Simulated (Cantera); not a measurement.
## Thermodynamics of carbon deposition, reforming and gasification, feed toluene + H2O + H2

A closed system holds: 1 mol toluene, 1.4 mol H2O, 0.36 mol H2, equilibrated at 0.130 bar.

Equilibrium computed with Cantera from the NASA thermochemical tables; the gas is ideal and each condensed phase is pure. Candidate condensed phases: C, C6H6, C7H8, C8H18, H2O; 110 gas species. The numbers say what is thermodynamically allowed, not how fast it happens.

From 1775 K to 2275 K the condensed part is C(graphite). The main C-bearing gas is CO throughout.

```
T (K)   x H2   x CO       x H  x C2H2 (acetylene)    x CH4  n C(graphite)
-----  -----  -----  --------  ------------------  -------  -------------
1775   0.804  0.195  0.000720            0.000114  7.03e-5           5.60
1825   0.803  0.195   0.00109            0.000173  5.95e-5           5.60
1875   0.803  0.195   0.00163            0.000254  5.08e-5           5.60
1925   0.802  0.195   0.00237            0.000367  4.37e-5           5.59
1975   0.801  0.195   0.00340            0.000520  3.79e-5           5.59
2025   0.799  0.195   0.00477            0.000723  3.30e-5           5.59
2075   0.797  0.195   0.00660            0.000989  2.90e-5           5.59
2125   0.795  0.195   0.00898             0.00133  2.56e-5           5.58
2175   0.792  0.194    0.0120             0.00177  2.26e-5           5.57
2225   0.788  0.194    0.0159             0.00231  2.01e-5           5.57
2275   0.783  0.193    0.0208             0.00298  1.79e-5           5.56
```
x: gas mole fraction; n: condensed amount in mol.
